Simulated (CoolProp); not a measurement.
R22 at several states: Z from the reference equation and from simpler models built on Tc = 369.3 K, pc = 4.990 MPa, ω = 0.221; each cubic takes its own stable root.

The numbers come from the reference Helmholtz-energy equation of state, Kamei 1995 in CoolProp.

```
T (K)  p (MPa)   phase  reference  van der Waals  Soave-Redlich-Kwong  Peng-Robinson
-----  -------  ------  ---------  -------------  -------------------  -------------
302.9    0.239     gas     0.9668         0.9768               0.9690         0.9668
132.3    0.848  liquid    0.03971        0.06735              0.04495        0.04012
284.2     12.3  liquid     0.3491         0.5451               0.3823         0.3392
396.4   0.0505     gas     0.9973         0.9975               0.9973         0.9969
191.4     14.8  liquid     0.5210         0.8495               0.5753         0.5124
212.6    0.171  liquid   0.005708         0.9625             0.006293       0.005579
```

At some of these states van der Waals gives the other phase, because its saturation line lies elsewhere.
